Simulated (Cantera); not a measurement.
Charge: 1 mol BN, 11 mol O2, 8.4 mol N2, at 1948.15 K and 220 Pa.

Cantera equilibrium calculation (NASA polynomials, part measured and part estimated; ideal gas, pure solids and liquids). Candidate condensed phases: B, BN, B2O3; 17 gas species. Equilibrium is a limit: real reactors are often held back by kinetics, nucleation or transport.

Base state: O2 0.507, N2 0.446, B2O3 0.0178, BO2 0.0149, NO 0.00773, O 0.00675, BO 5.56e-5 (mole fractions); condensed: gas only.

Task: What changes in the equilibrium state with this change: 0.069 mol NH3 added?

Result: 
| species | before | after |
|---|---|---|
| O2 | 0.507 | 0.502 |
| N2 | 0.446 | 0.446 |
| B2O3 | 0.0178 | 0.0141 |
| HBO2 | 0 | 0.00869 |
| BO2 | 0.0149 | 0.0133 |
| OH | 0 | 0.000649 |
| H2O | 0 | 0.000513 |
| H | 0 | 4.16e-5 |
Further candidate phases: B3O3H3, H2O.

Task: What changes in the equilibrium state with this change: temperature from 1948.15 K to 2050 K?

Result: 
```csv
species,before,after
O2,0.507,0.498
N2,0.446,0.442
BO2,0.0149,0.0205
O,0.00675,0.0146
NO,0.00773,0.0101
B2O3,0.0178,0.0148
BO,5.56e-5,0.000179
```

Task: What changes in the equilibrium state with this change: 0.043 mol NH3 added?

Result: 
```
species  before     after
-------  ------  --------
O2        0.507     0.504
N2        0.446     0.446
B2O3     0.0178    0.0154
HBO2          0   0.00567
BO2      0.0149    0.0139
OH            0  0.000406
H2O           0  0.000200
```
Further candidate phases: B3O3H3, H2O.
